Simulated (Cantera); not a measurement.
An isothermal plug-flow reactor at 998 K and 2.66 atm (inlet), inlet velocity 1.1 m/s, active area per volume 200 1/m; feed CO : O2 : N2 : H2O = 0.014 : 0.061 : 0.79 : 0.0066 (molar parts), equivalence ratio 0.11.

Computed with Cantera and Deutschmann's 1995 Pt surface mechanism with GRI-Mech 3.0 gas chemistry. Catalytic surfaces can have several steady states; this one follows from the mechanism file's or the stated starting coverage. Mass transfer to the wall is taken as infinitely fast.

### Question
What does this change do: temperature 998 to 723 K?

### Answer
```csv
quantity,before,after
x(CO) at z = 0.0048 m,4.78e-7,0.0146
x(O2) at z = 0.0048 m,0.0625,0.0693
x(H2O) at z = 0.0048 m,0.00763,0.00758
x(CO2) at z = 0.0048 m,0.0162,0.00145
θ(free Pt) at the exit,0.169,0.0378
θ(O*) at the exit,0.828,0.0118
```
